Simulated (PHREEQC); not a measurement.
Consider water at 25 °C with 0.29 mol HF, 0.083 mol (CH3)4NF and 0.0016 mol HCl per kg of water. Closed to the air; pH follows from the charge balance.

All values are PHREEQC results (ion-association model, wateq4f.dat), not measurements.

Precipitation was switched off in this run.

Task: Order these F species by the share of F that they hold, largest first: HF2-, F-, H2F2, HF.

Result: HF (39 %), H2F2 (30 %), HF2- (16 %), F- (14 %)

The pH is 2.62 and the ionic strength 0.0859 mol/kgw. Complexes and solids missing from the database can't appear. (CH3)4N+ isn't in the database: it is added as a free cation with an ion size of 4 Å. wateq4f.dat counts part of the HF as a dimer, H2F2, which phreeqc.dat doesn't know; its constant is uncertain.
